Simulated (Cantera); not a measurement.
Feed: 1 mol SiCl4, 1.1 mol H2, 4.7 mol HCl, held at 1075 °C and 11.0 bar.

Method: chemical equilibrium by Gibbs-energy minimisation in Cantera with the NASA 1993 tables (ideal gas, pure condensed phases). Candidate condensed phases: Si; 19 gas species. The tables' values for SiCl3 are old estimates; treat these amounts as uncertain. The numbers say what is thermodynamically allowed, not how fast it happens.

Base state: HCl 0.694, H2 0.159, SiCl4 0.144, SiHCl3 0.00189, SiCl3 0.000673, SiCl2 1.57e-5 (mole fractions); condensed: gas only.

### Question
What changes in the equilibrium state with this change: SiCl4 replaced by Si?

### Answer
| species | before | after |
|---|---|---|
| H2 | 0.159 | 0.607 |
| HCl | 0.694 | 0.186 |
| SiCl4 | 0.144 | 0.169 |
| SiHCl3 | 0.00189 | 0.0313 |
| SiH2Cl2 | 3.59e-6 | 0.000844 |
| SiCl2 | 1.57e-5 | 0.000973 |
| SiCl3 | 0.000673 | 0.00572 |
